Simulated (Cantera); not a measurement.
A freely propagating, adiabatic, planar premixed flame of 3.72 % CH4, 3.72 % C2H6, 0.182 % C3H8, 19.4 % O2, 72.9 % N2, unburnt at 625 K and 1880 Torr; mixture-averaged transport, grid criteria slope 0.08 and curve 0.16, no radiation.

Cantera simulation using GRI-Mech 3.0 (53 species, 325 reactions); the numbers are that mechanism's predictions, not measurements. Burning velocities carry a grid error of a few per cent, more on coarse grids.

Question: Predict: laminar burning velocity; thermal thickness; peak x(HCN); peak x(OH).

Answer: 
| Item | Value |
|---|---|
| laminar burning velocity | 123 cm/s |
| thermal thickness | 0.135 mm |
| peak x(HCN) | 9.87e-6 |
| peak x(OH) | 0.00950 |
